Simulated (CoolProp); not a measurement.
100 sccm (0 °C, 1 atm) of nitrogen bubbles through liquid octamethylcyclotetrasiloxane (D4) at 338.2 K and leaves saturated at a total pressure of 0.0318 MPa (ideal gas phase). Each further row changes one setting.

The numbers come from the reference Helmholtz-energy equation of state, Thol 2015 in CoolProp.

```json
[
 {"case": "as stated", "vapour pressure (kPa)": "1.69", "mole fraction of vapour": "0.0532", "delivery (mg/min)": "74.4", "delivery (sccm)": "5.62", "change of delivery for a bath 1 K warmer (%)": "5.8"},
 {"case": "bath temperature 343.2 K", "vapour pressure (kPa)": "2.20", "mole fraction of vapour": "0.0692", "delivery (mg/min)": "98.3", "delivery (sccm)": "7.43", "change of delivery for a bath 1 K warmer (%)": "5.7"},
 {"case": "total pressure 0.0636 MPa", "vapour pressure (kPa)": "1.69", "mole fraction of vapour": "0.0266", "delivery (mg/min)": "36.2", "delivery (sccm)": "2.73", "change of delivery for a bath 1 K warmer (%)": "5.6"}
]
```
